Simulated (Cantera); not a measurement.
Input: 1 mol BF₃, 2.3 mol H₂O, equilibrated at 1725 K and 10.0 mbar.

Equilibrium computed with Cantera from the NASA thermochemical tables; the gas is ideal and each condensed phase is pure. Candidate condensed phases: B, B₂O₃, B₃O₃H₃, H₂O; 43 gas species. The numbers say what is thermodynamically allowed, not how fast it happens.

Base state: HF 0.501, H₂O 0.263, BOF 0.193, HBO₂ 0.0378, H₂ 0.00222, BF₃ 0.00145, O₂ 0.000952, OH 0.000572 (mole fractions); condensed: gas only.

Task: What changes in the equilibrium state with this change: pressure from 10.0 mbar to 0.380 bar?

Result: 
```tsv
species	before	after
HF	0.501	0.456
H₂O	0.263	0.304
BOF	0.193	0.164
BF₃	0.00145	0.0335
HBO₂	0.0378	0.0408
(HBO₂)₃	6.15e-9	1.12e-5
B₃O₃F₃	6.78e-7	0.000601
```
